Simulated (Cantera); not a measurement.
A closed system holds: 1 mol Si, 2 mol Cl₂, 0.45 mol H₂, held at 550 K and 4.30 bar.

Equilibrium computed with Cantera from the NASA thermochemical tables; the gas is ideal and each condensed phase is pure. Candidate condensed phases: Si; 19 gas species. Kinetics and transport are ignored.

Base state: SiCl₄ 0.688, H₂ 0.309, HCl 0.00127, SiHCl₃ 0.00127 (mole fractions); condensed: gas only.

Problem. What changes in the equilibrium state with this change: Cl₂ from 2 to 2.9 mol?

Solution. 
| species | before | after |
|---|---|---|
| SiCl₄ | 0.688 | 0.426 |
| HCl | 0.00127 | 0.383 |
| Cl₂ | <1e-9 | 0.191 |
| H₂ | 0.309 | <1e-9 |
| SiHCl₃ | 0.00127 | <1e-9 |
